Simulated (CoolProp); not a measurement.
Saturation properties of R1123 (Tc = 331.7 K, pc = 4549 kPa, ω = 0.243).

Model: reference Helmholtz-energy equation of state, Akasaka 2020, in CoolProp.

| T (K) | p (kPa) | liquid density (kg/m³) | vapour density (kg/m³) | enthalpy of vaporisation (kJ/kg) | liquid cp (kJ/(kg K)) |
|---|---|---|---|---|---|
| 249.2 | ? | 1219 | 22.29 | 195.9 | 1.375 |
| 256.1 | 635.7 | 1193 | 28.17 | 189.5 | ? |
| 263 | 796.2 | 1166 | ? | 182.7 | 1.432 |
| 269.8 | 982.3 | 1138 | 43.63 | 175.6 | 1.468 |
| 276.7 | 1202 | 1107 | 53.82 | ? | 1.512 |
| 283.6 | 1457 | 1075 | 66.09 | 159.3 | ? |
| 290.4 | 1745 | 1041 | 80.71 | 150.1 | 1.638 |
| 297.3 | 2078 | 1003 | 98.83 | ? | 1.733 |
| 304.2 | ? | 960.3 | 121.4 | 128.1 | 1.868 |

Q: What belongs in the gaps?

A: 
- 249.2, p (kPa): 500.7
- 256.1, liquid cp (kJ/(kg K)): 1.401
- 263, vapour density (kg/m³): 35.25
- 276.7, enthalpy of vaporisation (kJ/kg): 167.8
- 283.6, liquid cp (kJ/(kg K)): 1.568
- 297.3, enthalpy of vaporisation (kJ/kg): 139.8
- 304.2, p (kPa): 2458

It boils at 211.9 K under 1 atm.
